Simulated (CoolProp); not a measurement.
Octamethyltrisiloxane (MDM) along the isobar 6.41 MPa: Z from the reference equation and from simpler models built on Tc = 292.2 °C, pc = 1.438 MPa, ω = 0.528; each cubic takes its own stable root.

Model: reference Helmholtz-energy equation of state, Thol 2017, in CoolProp.

```json
[
 {"T (°C)": "48.95", "phase": "liquid", "reference": "0.7065"},
 {"T (°C)": "73.95", "phase": "liquid", "reference": "0.6758"},
 {"T (°C)": "98.95", "phase": "liquid", "reference": "0.6508"},
 {"T (°C)": "123.95", "phase": "liquid", "reference": "0.6305"},
 {"T (°C)": "149.05", "phase": "liquid", "reference": "0.6145"},
 {"T (°C)": "174.05", "phase": "liquid", "reference": "0.6025"},
 {"T (°C)": "199.05", "phase": "liquid", "reference": "0.5942"},
 {"T (°C)": "224.05", "phase": "liquid", "reference": "0.5898"},
 {"T (°C)": "249.05", "phase": "liquid", "reference": "0.5892"},
 {"T (°C)": "274.05", "phase": "liquid", "reference": "0.5930"}
]
```

Question: How far does each simpler model (van der Waals, Redlich-Kwong, Soave-Redlich-Kwong, Peng-Robinson) lie from the reference over these 10 states: mean and median of the absolute difference, and the worst?

Answer: 
- van der Waals: mean 54.3 %, median 55.2 %, worst +65.5 % at 48.95 °C and 6.41 MPa
- Redlich-Kwong: mean 12.2 %, median 12.3 %, worst +15.1 % at 48.95 °C and 6.41 MPa
- Soave-Redlich-Kwong: mean 7.8 %, median 7.3 %, worst +10.3 % at 48.95 °C and 6.41 MPa
- Peng-Robinson: mean 3.9 %, median 4.3 %, worst -5.0 % at 199.05 °C and 6.41 MPa
